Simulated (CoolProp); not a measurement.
n-octane at several states: fugacity coefficient from the reference equation and from simpler models built on Tc = 568.7 K, pc = 24.84 bar, ω = 0.398; each cubic takes its own stable root.

Model: reference Helmholtz-energy equation of state, Beckmüller 2019, in CoolProp.

| T (K) | p (bar) | phase | reference |
|---|---|---|---|
| 590.3 | 0.195 | gas | 0.9975 |
| 493.3 | 3.55 | gas | 0.9149 |
| 540.4 | 12.1 | gas | 0.7937 |
| 570.7 | 8.02 | gas | 0.8869 |
| 328.7 | 7.85 | liquid | 0.01144 |

Q: How far does each simpler model (Redlich-Kwong, Soave-Redlich-Kwong, Peng-Robinson) lie from the reference over these 5 states: mean and median of the absolute difference, and the worst?

A: 
- Redlich-Kwong: mean 59.2 %, median 1.4 %, worst +291.5 % at 328.7 K and 7.85 bar
- Soave-Redlich-Kwong: mean 0.8 %, median 0.7 %, worst +1.5 % at 540.4 K and 12.1 bar
- Peng-Robinson: mean 0.8 %, median 0.5 %, worst +3.0 % at 328.7 K and 7.85 bar
